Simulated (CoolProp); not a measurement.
Vapour-liquid equilibrium of carbon dioxide (1) + R123 (2) at 256.9 K; x and y are mole fractions of (1).

Model: multi-fluid Helmholtz-energy mixture model, Span 1996 and Younglove 1994; pair parameters Bell 2016, in CoolProp.

| x | bubble pressure, mixture model (MPa) | bubble pressure, Raoult's law (MPa) | y, mixture model | y, Raoult's law |
|---|---|---|---|---|
| 0.05 | 0.09454 | 0.1243 | 0.848 | 0.888 |
| 0.2 | 0.3245 | 0.4532 | 0.959 | 0.974 |
| 0.35 | 0.5737 | 0.7820 | 0.979 | 0.988 |
| 0.5 | 0.8697 | 1.111 | 0.988 | 0.993 |
| 0.65 | 1.224 | 1.440 | 0.994 | 0.996 |
| 0.8 | 1.630 | 1.769 | 0.997 | 0.998 |
| 0.95 | 2.061 | 2.098 | 0.999 | 1.000 |

The largest gap from Raoult's law is -28.4 % in bubble pressure, at x = 0.2. No azeotrope shows between x = 0.05 and 0.95.

Pair parameters are fitted to limited data, so mixtures are less certain than the pure fluids.
